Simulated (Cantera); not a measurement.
# Equilibrium for silicon oxide and oxynitride deposition: SiH4 + N2O

Feed: 1 mol SiH4, a varied amount of N2O, at 1275 K and 13.3 mbar.

Cantera equilibrium calculation (NASA polynomials, part measured and part estimated; ideal gas, pure solids and liquids). Candidate condensed phases: H2O, Si, SiO2, Si2N2O, Si3N4; 35 gas species. Mutual solubility and eutectic melting of coexisting phases are not modelled. The tables hold silica as quartz up to 1696 K and as liquid above; real silica turns to tridymite and cristobalite and melts near 1996 K. Equilibrium is a limit: real reactors are often held back by kinetics, nucleation or transport.

```
n(N2O) (mol)     x H2   x N2    x H2O      x O2      x NO      x OH      x H  n SiO2(β-quartz)  n Si2N2O(s)
------------  -------  -----  -------  --------  --------  --------  -------  ----------------  -----------
0.79            0.838  0.162  4.73e-5    <1e-12    <1e-12  3.84e-12  5.84e-6             0.193        0.403
1.3             0.652  0.348  4.75e-5    <1e-12    <1e-12  4.37e-12  5.16e-6             0.533        0.233
1.8             0.536  0.464  4.30e-5    <1e-12    <1e-12  4.36e-12  4.67e-6             0.867       0.0667
2.3             0.395  0.535   0.0698    <1e-12  5.09e-11   8.24e-9  4.01e-6              1.00            0
2.8             0.250  0.583    0.167    <1e-12  2.01e-10   2.48e-8  3.19e-6              1.00            0
3.3             0.132  0.623    0.245    <1e-12  5.78e-10   5.01e-8  2.32e-6              1.00            0
3.7            0.0526  0.649    0.298  7.34e-12   1.80e-9   9.66e-8  1.46e-6              1.00            0
4.2           1.21e-6  0.667    0.317    0.0158   8.47e-5   2.15e-5  7.01e-9              1.00            0
4.7           6.09e-7  0.667    0.284    0.0496  0.000150   2.70e-5  4.98e-9              1.00            0
5.2           4.42e-7  0.667    0.256    0.0768  0.000187   2.86e-5  4.25e-9              1.00            0
5.7           3.55e-7  0.667    0.234    0.0993  0.000212   2.92e-5  3.80e-9              1.00            0
```
x: gas mole fraction; n: condensed amount in mol.

From 0.79 mol N2O to 1.8 mol N2O the condensed part is SiO2(β-quartz) + Si2N2O(s). From 2.3 mol N2O to 5.7 mol N2O the condensed part is SiO2(β-quartz).
